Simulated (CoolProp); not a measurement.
Saturation properties of chlorine.

Model: reference Helmholtz-energy equation of state, Thol 2021, in CoolProp.

```
T (K)  p (MPa)  liquid density (kg/m³)  vapour density (kg/m³)  enthalpy of vaporisation (kJ/kg)  liquid cp (kJ/(kg K))
-----  -------  ----------------------  ----------------------  --------------------------------  ---------------------
327.8    1.605                    1295                   50.56                             222.0                  1.057
338.9    2.037                    1255                   64.41                             210.6                  1.093
349.9    2.539                    1212                   81.18                             198.3                  1.139
361      3.129                    1166                   101.9                             184.4                  1.203
372      3.802                    1115                   127.5                             168.9                  1.294
383.1    4.577                    1057                   160.3                             150.9                  1.441
394.1    5.449                   988.5                   203.8                             129.3                  1.716
405.2    6.444                   898.3                   269.1                             100.6                  2.505
```

It boils at 239.2 K under 1 atm.
